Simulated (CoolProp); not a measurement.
Model: reference Helmholtz-energy equation of state, Lemmon 2006, in CoolProp. It is a short technical equation, of lower accuracy than the large ones.

**Question.** For toluene, give the phase and the cp (kJ/(kg K)), cv (kJ/(kg K)) at -14.15 °C and 2.27 bar; 31.85 °C and 2.27 bar; 308.05 °C and 2.27 bar.

**Answer.** 
- -14.15 °C and 2.27 bar: liquid; cp 1.59, cv 1.15
- 31.85 °C and 2.27 bar: liquid; cp 1.72, cv 1.28
- 308.05 °C and 2.27 bar: gas; cp 2.10, cv 2.00
